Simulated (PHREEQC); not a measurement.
A solution holds 0.0045 mol HF, 0.026 mol (CH3)4NF and 2.8e-05 mol H4SiO4 per kg of water, at 20 °C. It is in equilibrium with CO2 at log p = 0 (atm). Otherwise closed; pH follows from the charge balance.

Equilibrium calculation in PHREEQC: ion-association model, wateq4f.dat.

Precipitation was switched off in this run.

Question: Order these F species by the share of F that they hold, largest first: HF, SiF6-2, H2F2, HF2-, F-.

Answer: F- (84 %), HF (13 %), HF2- (2.4 %), SiF6-2 (0.55 %), H2F2 (0.31 %)

The pH is 3.88 and the ionic strength 0.0262 mol/kgw. Species that the database lacks are ignored. (CH3)4N+ isn't in the database: it is added as a free cation with an ion size of 4 Å. SiF6-2 is the database's only silicon fluoride.
